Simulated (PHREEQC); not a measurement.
Consider water at 25 °C with 9.4 mmol/kgw NaHS, 26 mmol/kgw HCl and 15 mmol/kgw ZnCl2. Closed to the air; pH follows from the charge balance.

Equilibrium calculation in PHREEQC: ion-association model, phreeqc.dat.

**Question.** The ionic strength comes out as 0.0668 mol/kgw. What activity coefficients do Cl-, Zn+2, H+, ZnCl3-, ZnCl+ get?

**Answer.** Cl- 0.79, Zn+2 0.43, H+ 0.84, ZnCl3- 0.80, ZnCl+ 0.80.

Precipitation was switched off in this run. Examples of supersaturated solids here: Sphalerite (slow to form). Others may be too. Complexes and solids missing from the database can't appear.
